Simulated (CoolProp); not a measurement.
Saturation properties of CF4 (R14).

Model: reference Helmholtz-energy equation of state, Platzer 1990, in CoolProp. This equation is an older, rougher fit; its heat capacities, sound speeds and derivatives of the liquid may be far off and weren't checked against measurements.

```json
[
 {"T (K)": "177.7", "p (MPa)": "0.6344", "liquid density (kg/m³)": "1412", "enthalpy of vaporisation (kJ/kg)": "112.8", "surface tension (mN/m)": "6.43", "liquid viscosity (µPa s)": "138", "vapour viscosity (µPa s)": "11.3"},
 {"T (K)": "181.1", "p (MPa)": "0.7376", "liquid density (kg/m³)": "1389", "enthalpy of vaporisation (kJ/kg)": "109.9", "surface tension (mN/m)": "5.89", "liquid viscosity (µPa s)": "131", "vapour viscosity (µPa s)": "11.6"},
 {"T (K)": "184.5", "p (MPa)": "0.8527", "liquid density (kg/m³)": "1366", "enthalpy of vaporisation (kJ/kg)": "106.8", "surface tension (mN/m)": "5.36", "liquid viscosity (µPa s)": "124", "vapour viscosity (µPa s)": "11.9"},
 {"T (K)": "188", "p (MPa)": "0.9845", "liquid density (kg/m³)": "1340", "enthalpy of vaporisation (kJ/kg)": "103.5", "surface tension (mN/m)": "4.83", "liquid viscosity (µPa s)": "118", "vapour viscosity (µPa s)": "12.3"},
 {"T (K)": "191.4", "p (MPa)": "1.126", "liquid density (kg/m³)": "1315", "enthalpy of vaporisation (kJ/kg)": "100.0", "surface tension (mN/m)": "4.32", "liquid viscosity (µPa s)": "112", "vapour viscosity (µPa s)": "12.7"},
 {"T (K)": "194.8", "p (MPa)": "1.283", "liquid density (kg/m³)": "1288", "enthalpy of vaporisation (kJ/kg)": "96.36", "surface tension (mN/m)": "3.82", "liquid viscosity (µPa s)": "106", "vapour viscosity (µPa s)": "13.1"},
 {"T (K)": "198.3", "p (MPa)": "1.460", "liquid density (kg/m³)": "1258", "enthalpy of vaporisation (kJ/kg)": "92.27", "surface tension (mN/m)": "3.32", "liquid viscosity (µPa s)": "101", "vapour viscosity (µPa s)": "13.5"},
 {"T (K)": "201.7", "p (MPa)": "1.649", "liquid density (kg/m³)": "1228", "enthalpy of vaporisation (kJ/kg)": "87.97", "surface tension (mN/m)": "2.85", "liquid viscosity (µPa s)": "95.0", "vapour viscosity (µPa s)": "14.0"},
 {"T (K)": "205.1", "p (MPa)": "1.855", "liquid density (kg/m³)": "1195", "enthalpy of vaporisation (kJ/kg)": "83.28", "surface tension (mN/m)": "2.39", "liquid viscosity (µPa s)": "89.6", "vapour viscosity (µPa s)": "14.6"},
 {"T (K)": "208.6", "p (MPa)": "2.088", "liquid density (kg/m³)": "1158", "enthalpy of vaporisation (kJ/kg)": "77.94", "surface tension (mN/m)": "1.94", "liquid viscosity (µPa s)": "83.9", "vapour viscosity (µPa s)": "15.2"},
 {"T (K)": "212", "p (MPa)": "2.334", "liquid density (kg/m³)": "1119", "enthalpy of vaporisation (kJ/kg)": "72.12", "surface tension (mN/m)": "1.51", "liquid viscosity (µPa s)": "78.3", "vapour viscosity (µPa s)": "15.9"},
 {"T (K)": "215.4", "p (MPa)": "2.602", "liquid density (kg/m³)": "1074", "enthalpy of vaporisation (kJ/kg)": "65.43", "surface tension (mN/m)": "1.11", "liquid viscosity (µPa s)": "72.5", "vapour viscosity (µPa s)": "16.8"}
]
```

It boils at 145.1 K under 1 atm.

Viscosity comes from a separate model (Huber 2003), an estimate that may be off by 10 % or more. Surface tension comes from a separate correlation (Mulero 2012).
